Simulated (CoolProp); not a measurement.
Vapour-liquid equilibrium of R113 (1) + n-hexane (2) at 49.05 °C; x and y are mole fractions of (1).

Values from CoolProp's multi-fluid Helmholtz-energy mixture model, Marx 1992 and Thol 2019; pair parameters Bell 2016.

### Question
Give the bubble pressure and the first vapour's composition at x = 0.05, 0.65, 0.75. Is there an azeotrope?

### Answer
x = 0.05: 0.05673 MPa, y = 0.122; x = 0.65: 0.09280 MPa, y = 0.770; x = 0.75: 0.09701 MPa, y = 0.835. No azeotrope shows between x = 0.05 and 0.95.

Pair parameters are fitted to limited data, so mixtures are less certain than the pure fluids.
